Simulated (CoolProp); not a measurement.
Vapour-liquid equilibrium of methanol (1) + dimethyl carbonate (2) at 3.14 bar; x and y are mole fractions of (1).

Model: multi-fluid Helmholtz-energy mixture model, de Reuck 1993 and Zhou 2011; pair parameters Bell 2016, in CoolProp.

```tsv
x	bubble temperature, mixture model (K)	bubble temperature, Raoult's law (K)	y, mixture model	y, Raoult's law
0.05	___	400.2	___	0.124
0.2	___	392.3	0.498	0.399
0.35	376.3	386.2	0.630	0.586
0.5	372.9	381.3	___	0.723
0.65	370.9	377.1	0.772	0.828
0.8	___	373.5	0.842	0.911
0.95	369.2	370.4	0.948	0.980
```

Problem. Some entries are withheld; supply them.

Solution. 
- 0.05, bubble temperature, mixture model (K): 395.6
- 0.05, y, mixture model: 0.202
- 0.2, bubble temperature, mixture model (K): 382.5
- 0.5, y, mixture model: 0.709
- 0.8, bubble temperature, mixture model (K): 369.6

The largest gap from Raoult's law is -9.9 K in bubble temperature, at x = 0.35. y crosses x between x = 0.8 and 0.95: the model has an azeotrope there.

Pair parameters are fitted to limited data, so mixtures are less certain than the pure fluids.
